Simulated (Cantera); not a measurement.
Input: 1 mol SiCl4, 18 mol NH3, 5.4 mol N2, held at 1825 °C and 1.00 Torr.

Method: chemical equilibrium by Gibbs-energy minimisation in Cantera with the NASA 1993 tables (ideal gas, pure condensed phases). Candidate condensed phases: NH4Cl, Si, Si3N4; 28 gas species. The tables' values for SiCl, SiN are old estimates; treat these amounts as uncertain. Gases not in the tables: Si2H6 and higher silanes. Equilibrium is a limit: real reactors are often held back by kinetics, nucleation or transport.

Base state: H2 0.523, N2 0.315, HCl 0.0727, H 0.0610, Si 0.0166, Cl 0.00624, SiCl2 0.00367, SiCl 0.00115 (mole fractions); condensed: gas only.

Problem. What changes in the equilibrium state with this change: pressure from 1.00 Torr to 10.0 Torr?

Solution. 
```tsv
species	before	after
H2	0.523	0.568
N2	0.315	0.325
HCl	0.0727	0.0629
H	0.0610	0.0201
SiCl2	0.00367	0.0121
Si	0.0166	0.00797
Si3	1.26e-6	1.40e-5
SiCl3	2.23e-6	1.94e-5
Si2N	1.44e-5	0.000107
SiH2	1.60e-5	8.34e-5
Cl	0.00624	0.00164
```
The tables' values for SiCl, SiN, SiCl3 are old estimates; treat these amounts as uncertain.

Problem. What changes in the equilibrium state with this change: NH3 from 18 to 13 mol?

Solution. 
| species | before | after |
|---|---|---|
| H2 | 0.523 | 0.479 |
| N2 | 0.315 | 0.337 |
| HCl | 0.0727 | 0.0896 |
| Si | 0.0166 | 0.0191 |
| H | 0.0610 | 0.0584 |
| SiCl2 | 0.00367 | 0.00701 |
| SiCl | 0.00115 | 0.00171 |
| Si2N | 1.44e-5 | 1.98e-5 |
| Si2 | 3.65e-5 | 4.83e-5 |
| Cl | 0.00624 | 0.00804 |

Problem. What changes in the equilibrium state with this change: SiCl4 replaced by trisilylamine?

Solution. 
| species | before | after |
|---|---|---|
| H2 | 0.523 | 0.585 |
| N2 | 0.315 | 0.292 |
| H | 0.0610 | 0.0645 |
| HCl | 0.0727 | 0 |
| Si | 0.0166 | 0.0564 |
| Cl | 0.00624 | 0 |
| SiCl2 | 0.00367 | 0 |
The feed counts by its element totals alone. The tables' values for SiN are old estimates; treat these amounts as uncertain.
